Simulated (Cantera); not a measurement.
**Ignition delay**

Mixture: 10.4 % CH4, 18.8 % O2, 70.8 % N2, equivalence ratio 1.1, at 1.00 bar, adiabatic and at constant pressure. Ignition delay is the time to a rise of 400 K.

Model: GRI-Mech 3.0 (53 species, 325 reactions), integrated in Cantera.

```csv
T0 (K),delay (ms)
1273,17.6
1348,6.75
1423,2.78
1498,1.24
1573,0.607
1648,0.323
1723,0.185
1798,0.113
1873,0.0728
```

```
Item                                                    Result
--------------------------------------------------  ----------
apparent activation energy between 1723 and 1873 K  170 kJ/mol
```
